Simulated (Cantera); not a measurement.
An isothermal, constant-pressure homogeneous reactor starts with NO : N₂ = 1 : 1.5 (molar parts), at 1575 K and 13300 Pa.

Cantera simulation using GRI-Mech 3.0 (53 species, 325 reactions); the numbers are that mechanism's predictions, not measurements.

Q: Predict: x(NO) at 40.0 s; x(NO₂) at 40.0 s; x(N₂O) at 40.0 s; x(O₂) at 40.0 s; x(O) at 40.0 s.

A: 
```json
{
 "x(NO) at 40.0 s": "0.363 (gas-phase equilibrium 0.00171)",
 "x(NO₂) at 40.0 s": "0.000173 (gas-phase equilibrium 2.61e-6)",
 "x(N₂O) at 40.0 s": "4.42e-5 (gas-phase equilibrium 3.78e-8)",
 "x(O₂) at 40.0 s": "0.0184 (gas-phase equilibrium 0.199)",
 "x(O) at 40.0 s": "4.43e-6 (gas-phase equilibrium 1.32e-5)"
}
```
